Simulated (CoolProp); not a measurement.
Vapour-liquid equilibrium of methane (1) + ethane (2) at 84.7 kPa; x and y are mole fractions of (1).

Model: multi-fluid Helmholtz-energy mixture model, Setzmann 1991 and Bücker 2006; pair parameters Kunz 2012, in CoolProp.

| x | bubble temperature, mixture model (°C) | bubble temperature, Raoult's law (°C) | y, mixture model | y, Raoult's law |
|---|---|---|---|---|
| 0.05 | -119.9 | -116.6 | 0.854 | 0.816 |
| 0.15 | -140.5 | -136.1 | 0.981 | 0.972 |
| 0.25 | -148.3 | -144.6 | 0.993 | 0.990 |
| 0.35 | -152.7 | -149.8 | 0.997 | 0.996 |
| 0.45 | -155.6 | -153.4 | 0.998 | 0.998 |
| 0.55 | -157.6 | -156.2 | 0.999 | 0.999 |
| 0.65 | -159.3 | -158.3 | 0.999 | 0.999 |
| 0.75 | -160.6 | -160.2 | 1.000 | 1.000 |
| 0.85 | -161.8 | -161.7 | 1.000 | 1.000 |
| 0.95 | -163.0 | -163.0 | 1.000 | 1.000 |

The largest gap from Raoult's law is -4.4 K in bubble temperature, at x = 0.15. No azeotrope shows between x = 0.05 and 0.95.

Pair parameters are fitted to limited data, so mixtures are less certain than the pure fluids.
